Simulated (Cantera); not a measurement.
Mixture: CH4 : H2 : O2 : N2 = 1 : 1.3 : 4.08 : 18.3 (molar parts), at 18.8 atm, adiabatic and at constant volume. Ignition delay is the time to a rise of 400 K.

Detailed kinetics in Cantera: GRI-Mech 3.0 (53 species, 325 reactions). The pressure lies above the range GRI-Mech 3.0 was tuned for (to about 10 atm).

What does this change do: constant pressure in place of constant volume?


| quantity | before | after |
|---|---|---|
| delay at 1225 K | 0.144 ms | 0.158 ms |
| delay at 1325 K | 37.8 µs | 42.3 µs |
| delay at 1425 K | 15.3 µs | 17.3 µs |
| delay at 1525 K | 7.80 µs | 8.83 µs |
| delay at 1625 K | 4.49 µs | 5.05 µs |
| delay at 1725 K | 2.78 µs | 3.11 µs |
| apparent activation energy between 1525 and 1725 K | 110 kJ/mol | 110 kJ/mol |
